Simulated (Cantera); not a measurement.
Charge: 1 mol SiC, 0.066 mol H2O, 5.6 mol H2, 0.024 mol O2, equilibrated at 1877 °C and 7.50 Torr.

Method: chemical equilibrium by Gibbs-energy minimisation in Cantera with the NASA 1993 tables (ideal gas, pure condensed phases). Gases not in the tables: Si2H6 and higher silanes. The numbers say what is thermodynamically allowed, not how fast it happens.

```
species             before     after
----------------  --------  --------
H2                   0.929     0.980
SiO                0.00423   0.00986
CO                  0.0149   0.00986
H                   0.0407  0.000229
Si                 0.00969   3.09e-7
Si2C              0.000477     <1e-9
Si2                6.06e-5     <1e-9
SiC2               3.47e-5     <1e-9
SiH               0.000457   8.95e-8
C2H2 (acetylene)   8.14e-5   2.50e-8
SiH2               9.41e-5   3.37e-7
SiC(s), mol          0.907     0.943
```
Gas species are given as mole fractions.

Question: What was changed between the two runs?
(A) O2 from 0.024 to 0.044 mol
(B) pressure from 7.50 Torr to 41.3 Torr
(C) temperature from 1877 °C to 1250 °C
(D) temperature from 1877 °C to 1675 °C

Answer: C, temperature from 1877 °C to 1250 °C
